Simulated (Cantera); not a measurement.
A closed system holds: 1 mol SiC, 4.4 mol N₂O, 130 mol H₂, equilibrated at 13.3 mbar.

These are equilibrium values from Cantera (NASA tables, ideal gas, pure condensed phases), not measurements of a reactor. Candidate condensed phases: C, C₆H₆, C₇H₈, C₈H₁₈, H₂O, Si, SiC, SiO₂, Si₂N₂O, Si₃N₄; 151 gas species. The tables hold silica as quartz up to 1696 K and as liquid above; real silica turns to tridymite and cristobalite and melts near 1996 K. Rates play no part.

Over these rows the condensed part is SiO₂(β-quartz). Partial pressures as log10 of bar:

| T (K) | 1000/T (1/K) | log p SiO | log p H₂ | log p N₂ | log p H₂O |
|---|---|---|---|---|---|
| 1300 | 0.7692 | -9.71 | -1.90 | -3.36 | -3.86 |
| 1350 | 0.7407 | -8.90 | -1.90 | -3.36 | -3.86 |
| 1400 | 0.7143 | -8.15 | -1.90 | -3.36 | -3.86 |
| 1450 | 0.6897 | -7.45 | -1.90 | -3.36 | -3.86 |
| 1500 | 0.6667 | ? | -1.90 | -3.36 | -3.86 |
| 1550 | 0.6452 | -6.20 | -1.90 | -3.36 | -3.86 |

Question: Fit log p(SiO) = a + b·(1000/T) to the five rows, give the apparent enthalpy, and predict the row at 1500 K.

Answer: Means: 1000/T = 0.7118, log p = -8.082. Sxy = -0.256566, Sxx = 0.0090602, so b = -28.32 and a = -8.082 − (-28.32)×0.7118 = 12.08.
Apparent enthalpy: −19.145 × (-28.32) = 542 kJ/mol. With the condensed phases at unit activity, SiO₂(β-quartz) + H₂(g) = SiO(g) + H₂O(g) links this pressure to the main gases: over the six rows their terms move log p by +0.00 in all, so the slope is close to that reaction's ΔH°. The five rows lie within 0.01 of the line.
Prediction at 1500 K: 12.08 + (-28.32)×0.6667 = -6.80. The computed value is -6.80, 0.00 from the line.
